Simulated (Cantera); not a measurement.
Input (Python, Cantera) and output of one run.

```python
import numpy as np
import cantera as ct

gas_names = [...]  # 113 gases of nasa_gas.yaml made of C, Cu, H, O
cond_names = """
    C(gr) C6H6(L) C7H8(L) C8H18(L),n-octa Cu(cr) Cu(L) CuO(s) CuO2H2(s) Cu2O(s) Cu2O(L) H2O(s) H2O(L)
""".split()


# ... load() reads the species with a 1 bar reference pressure and builds the phases ...
atoms = {
    'Cu2O': {'Cu': 2, 'O': 1},
    'CO': {'C': 1, 'O': 1},
    'H2': {'H': 2},
    'CH4': {'C': 1, 'H': 4},
}
top_T = {'C(gr)': 4500, 'CuO(s)': 1390}  # K; cautious upper limits of use, not melting points


# ... equilibrate(T, P, feed) seeds the gas with the atoms and calls Mixture.equilibrate('TP', solver="vcs", rtol=1e-11, max_steps=5000) ...
results = []
feed = {'Cu2O': 1, 'CO': 1.2, 'H2': 3.2, 'CH4': 0.38}  # mol
T = 2175  # K
P = 950000  # Pa
mix = equilibrate(T, P, feed)
results.append((T, P, feed, dict(zip(mix.species_names, mix.species_moles))))
x = sorted(zip(gas.X, gas.species_names), reverse=True)
print(f"T = {T:g} K  P = {P:g} Pa  gas = {mix.phase_moles(0):.4g} mol")
print("   x: " + "  ".join(f"{s} {v:.3e}" for v, s in x if v > 0.0001))
print("   condensed (mol): " + ("  ".join(f"{mix.phase(i).name} {mix.phase_moles(i):.4g}"
      for i in range(1, mix.n_phases) if mix.phase_moles(i) > 1e-12) or "none"))
```

Result:

```
T = 2175 K  P = 950000 Pa  gas = 5.555 mol
   x: H2 6.096e-01  CO 2.755e-01  H2O 1.027e-01  CO2 8.926e-03  Cu 2.013e-03  H 1.237e-03
   condensed (mol): Cu(L) 1.989
```

These are equilibrium values from Cantera (NASA tables, ideal gas, pure condensed phases), not measurements of a reactor.
